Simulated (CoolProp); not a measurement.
Vapour pressure (bar) of n-perfluorohexane: the reference equation beside estimates from Tc = 448.0 K, pc = 17.42 bar, ω = 0.497. Clausius-Clapeyron is anchored at 345.4 K with a constant enthalpy of vaporisation of 27.05 kJ/mol.

Computed with CoolProp (reference Helmholtz-energy equation of state, Gao 2022).

```csv
T (K),reference,Lee-Kesler,Clausius-Clapeyron,van der Waals,Redlich-Kwong,Soave-Redlich-Kwong,Peng-Robinson
329,0.9702,0.9723,1.029,4.439,2.253,0.9731,0.9737
334.5,1.167,1.170,1.211,4.814,2.566,1.172,1.170
339.9,1.388,1.393,1.413,5.201,2.902,1.397,1.391
345.4,1.646,1.652,1.646,5.615,3.274,1.659,1.650
350.8,1.933,1.942,1.902,6.042,3.670,1.952,1.938
356.3,2.264,2.275,2.195,6.497,4.107,2.290,2.271
361.8,2.636,2.650,2.522,6.974,4.579,2.672,2.647
367.2,3.046,3.063,2.879,7.462,5.077,3.093,3.061
372.7,3.511,3.532,3.281,7.981,5.621,3.571,3.532
378.1,4.018,4.043,3.716,8.512,6.193,4.094,4.047
383.6,4.590,4.619,4.204,9.076,6.814,4.685,4.630
389.1,5.222,5.257,4.739,9.661,7.476,5.338,5.275
394.5,5.905,5.946,5.314,10.26,8.167,6.043,5.973
```

Absolute difference from the reference over all 13 rows, mean and median: Lee-Kesler 0.5 and 0.5 %, Clausius-Clapeyron 5.2 and 5.5 %, van der Waals 183.9 and 164.6 %, Redlich-Kwong 78.1 and 73.7 %, Soave-Redlich-Kwong 1.3 and 1.4 %, Peng-Robinson 0.5 and 0.4 %.
